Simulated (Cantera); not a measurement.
An isothermal, constant-pressure homogeneous reactor starts with H2 : O2 = 0.27 : 0.24 (molar parts), equivalence ratio 0.56, at 975 K and 1330 Pa.

Detailed kinetics in Cantera: GRI-Mech 3.0 (53 species, 325 reactions). Radical loss at walls, strong at low pressure, is not modelled. The temperature is held fixed by assumption; the heat of reaction is taken as removed at once.

x: mole fraction; the columns are a selection and need not sum to one.

```
t (s)        x H2   x O2       x O    x H2O2    x HO2      x OH
--------  -------  -----  --------  --------  -------  --------
0.000800    0.529  0.471   1.11e-9  1.60e-12  1.07e-9  3.65e-10
0.00211     0.529  0.471   4.10e-7  5.02e-11  4.74e-8   1.35e-7
0.00558         …  0.301         …         …        …         …
0.0147     0.0132  0.281   0.00545   1.18e-6  1.99e-5   0.00306
0.0389    0.00107  0.280  0.000304   1.22e-6  1.15e-5  0.000550
0.103           …  0.280         …         …        …         …
0.271     1.54e-5  0.280   4.85e-6   2.29e-7  5.50e-7   7.12e-5
0.717     2.23e-6  0.280   1.01e-6   8.71e-8  1.16e-7   3.30e-5
1.89      4.47e-7  0.280   2.70e-7   3.41e-8  3.11e-8   1.70e-5
5.00      1.21e-7  0.280   8.40e-8   1.37e-8  9.90e-9   9.46e-6
```

Task: Complete the blanks.

Result: 
- 0.00558, x H2: 0.0940
- 0.00558, x O: 0.0307
- 0.00558, x H2O2: 3.40e-7
- 0.00558, x HO2: 1.31e-5
- 0.00558, x OH: 0.00677
- 0.103, x H2: 0.000123
- 0.103, x O: 3.14e-5
- 0.103, x H2O2: 5.87e-7
- 0.103, x HO2: 2.94e-6
- 0.103, x OH: 0.000174
